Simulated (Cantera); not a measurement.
An isothermal, constant-pressure homogeneous reactor starts with CH4 : H2 = 1 : 5 (molar parts), at 1725 K and 2.70 Torr. Integrator tolerance rtol = 1e-08.

Model: GRI-Mech 3.0 (53 species, 325 reactions), integrated in Cantera. GRI-Mech 3.0 stops at C3 and has no aromatics, soot or wall deposition, so with more carbon than oxygen in the feed, carbon stays in small species such as C2H2 where larger ones or solid carbon would form. Radical loss at walls, strong at low pressure, is not modelled.

What does this change do: CH4 1 to 6.1 parts?


| quantity | before | after |
|---|---|---|
| x(CH4) at 100 s | 0.000132 (gas-phase equilibrium 8.84e-5) | 0.000137 (gas-phase equilibrium 0.000116) |
| x(H2) at 100 s | 0.926 (gas-phase equilibrium 0.926) | 0.820 (gas-phase equilibrium 0.820) |
| x(CH3) at 100 s | 8.63e-6 (gas-phase equilibrium 5.80e-6) | 9.54e-6 (gas-phase equilibrium 8.09e-6) |
| x(C2H2) at 100 s | 0.0713 (gas-phase equilibrium 0.0713) | 0.177 (gas-phase equilibrium 0.177) |
| x(CH2) at 100 s | 2.95e-8 (gas-phase equilibrium 1.98e-8) | 3.46e-8 (gas-phase equilibrium 2.94e-8) |
